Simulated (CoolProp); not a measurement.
C2F6 (R116) at 293.15 K and 3.54 MPa is throttled through a valve to 0.781 MPa with no heat exchange. Each further row changes one setting.

Computed with CoolProp (reference Helmholtz-energy equation of state, Lemmon 2006). It is a short technical equation, of lower accuracy than the large ones.

| case | temperature change (K) | final phase | final density (kg/m³) |
|---|---|---|---|
| as stated | ? | ? | ? |
| outlet pressure 0.234 MPa | ? | ? | ? |
| outlet pressure 1.02 MPa | -40.9 | ? | ? |

Problem. What belongs in the gaps?

Solution. 
- as stated, temperature change (K): -49.3
- as stated, final phase: two-phase, vapour fraction 0.703
- as stated, final density (kg/m³): 91.6
- outlet pressure 0.234 MPa, temperature change (K): -80.9
- outlet pressure 0.234 MPa, final phase: two-phase, vapour fraction 0.887
- outlet pressure 0.234 MPa, final density (kg/m³): 22.4
- outlet pressure 1.02 MPa, final phase: two-phase, vapour fraction 0.642
- outlet pressure 1.02 MPa, final density (kg/m³): 131
